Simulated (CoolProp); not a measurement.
Saturation properties of chlorine.

Model: reference Helmholtz-energy equation of state, Thol 2021, in CoolProp.

```
T (°C)  p (bar)  liquid density (kg/m³)  enthalpy of vaporisation (kJ/kg)  liquid cp (kJ/(kg K))  vapour Z
------  -------  ----------------------  --------------------------------  ---------------------  --------
42.35     12.08                    1337                             233.4                  1.026    0.8561
51.25     14.87                    1307                             225.3                  1.047    0.8346
60.15     18.10                    1276                             216.5                  1.073    0.8113
69.05     21.79                    1243                             207.1                  1.105    0.7861
77.95     25.99                    1208                             196.8                  1.145    0.7586
86.85     30.73                    1170                             185.7                  1.197    0.7287
95.75     36.03                    1130                             173.5                  1.265    0.6959
104.65    41.95                    1086                             159.8                  1.361    0.6594
```

It boils at -34.0 °C under 1 atm.
